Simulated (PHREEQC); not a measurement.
Hard or scaling water

Solution (25 °C): 0.14 mol CaCl2, 0.00029 mol Na2HPO4 and 6.9e-07 mol H4SiO4 per kg of water. Closed to the air; pH follows from the charge balance.

All values are PHREEQC results (ion-association model, phreeqc.dat), not measurements.

```yaml
pH: 7.40
ionic_strength: 0.420 mol/kgw
activity_of_water: 0.993
specific_conductance: 24400 µS/cm
density: 1.010 g/cm³
total_alkalinity: 0.290 meq/kg
```

```tsv
species	molality	activity	log γ
Cl-	0.280	0.185	-0.179
Ca+2	0.140	0.0375	-0.571
Na+	0.000580	0.000418	-0.142
CaHPO4	0.000204	0.000225	0.042
HPO4-2	4.77e-5	1.09e-5	-0.640
CaPO4-	1.90e-5	1.33e-5	-0.154
H2PO4-	9.98e-6	7.00e-6	-0.154
CaH2PO4+	9.58e-6	6.72e-6	-0.154
```

Precipitation was switched off in this run. The solution is supersaturated, for example in Hydroxyapatite, so a real one may precipitate; this is no full list.
